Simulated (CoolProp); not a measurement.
Vapour-liquid equilibrium of o-xylene (1) + n-undecane (2) at 0.00897 bar; x and y are mole fractions of (1).

Model: multi-fluid Helmholtz-energy mixture model, Zhou 2012 and Aleksandrov 2011; pair parameters Bell 2016, in CoolProp.

Q: Give the bubble temperature and the first vapour's composition at x = 0.425, 0.725, 0.875. Is there an azeotrope?

A: x = 0.425: 311.4 K, y = 0.904; x = 0.725: 303.2 K, y = 0.974; x = 0.875: 300.3 K, y = 0.990. No azeotrope shows between x = 0.05 and 0.95.

Pair parameters are fitted to limited data, so mixtures are less certain than the pure fluids. The gap from Raoult's law changes sign with composition, which may be real or a fault of the pair parameters; it wasn't checked against measurements.
